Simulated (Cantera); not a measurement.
A perfectly stirred reactor is fed with CH2O : O2 : N2 = 0.012 : 0.0031 : 1 (molar parts), equivalence ratio 3.9, at 0.987 atm; it is held at 1300 K, and followed from long to short residence time.

Detailed kinetics in Cantera: GRI-Mech 3.0 (53 species, 325 reactions).

Problem. Predict: x(CH2O) at τ = 3.60 s; x(O2) at τ = 3.60 s; x(H2O) at τ = 3.60 s; x(CH2O) at τ = 39.0 ms; x(O2) at τ = 39.0 ms; x(H2O) at τ = 39.0 ms.

Solution. 
- x(CH2O) at τ = 3.60 s: 2.73e-7
- x(O2) at τ = 3.60 s: 3.63e-6
- x(H2O) at τ = 3.60 s: 0.00369
- x(CH2O) at τ = 39.0 ms: 4.54e-6
- x(O2) at τ = 39.0 ms: 5.94e-5
- x(H2O) at τ = 39.0 ms: 0.00406
